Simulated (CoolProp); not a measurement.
Vapour-liquid equilibrium of n-decane (1) + n-dodecane (2) at 0.368 bar; x and y are mole fractions of (1).

The numbers come from the multi-fluid Helmholtz-energy mixture model, Lemmon 2006 and Lemmon 2004; pair parameters Bell 2016 in CoolProp.

Task: Give the bubble temperature and the first vapour's composition at x = 0.2, 0.35, 0.8. Is there an azeotrope?

Result: x = 0.2: 166.2 °C, y = 0.432; x = 0.35: 159.0 °C, y = 0.632; x = 0.8: 143.2 °C, y = 0.932. No azeotrope shows between x = 0.05 and 0.95.

Pair parameters are fitted to limited data, so mixtures are less certain than the pure fluids.
